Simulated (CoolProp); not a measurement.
R1224YDZ along the isotherm 473.1 K: fugacity coefficient from the reference equation and from simpler models built on Tc = 428.7 K, pc = 3334 kPa, ω = 0.325; each cubic takes its own stable root.

Values from CoolProp's reference Helmholtz-energy equation of state, Akasaka 2023.

```json
[
 {"p (kPa)": "595", "phase": "gas", "reference": "0.9568"},
 {"p (kPa)": "1190", "phase": "gas", "reference": "0.9145"},
 {"p (kPa)": "1790", "phase": "gas", "reference": "0.8728"},
 {"p (kPa)": "2380", "phase": "gas", "reference": "0.8327"},
 {"p (kPa)": "2980", "phase": "gas", "reference": "0.7928"},
 {"p (kPa)": "3570", "phase": "supercritical", "reference": "0.7544"},
 {"p (kPa)": "4170", "phase": "supercritical", "reference": "0.7163"},
 {"p (kPa)": "4760", "phase": "supercritical", "reference": "0.6796"},
 {"p (kPa)": "5360", "phase": "supercritical", "reference": "0.6430"},
 {"p (kPa)": "5950", "phase": "supercritical", "reference": "0.6079"},
 {"p (kPa)": "6550", "phase": "supercritical", "reference": "0.5747"},
 {"p (kPa)": "7140", "phase": "supercritical", "reference": "0.5458"},
 {"p (kPa)": "7740", "phase": "supercritical", "reference": "0.5202"},
 {"p (kPa)": "8340", "phase": "supercritical", "reference": "0.4979"}
]
```

Q: How far does each simpler model (van der Waals, Soave-Redlich-Kwong) lie from the reference over these 14 states: mean and median of the absolute difference, and the worst?

A: 
- van der Waals: mean 1.3 %, median 0.8 %, worst -3.1 % at 473.1 K and 5950 kPa
- Soave-Redlich-Kwong: mean 1.8 %, median 1.1 %, worst +5.1 % at 473.1 K and 8340 kPa
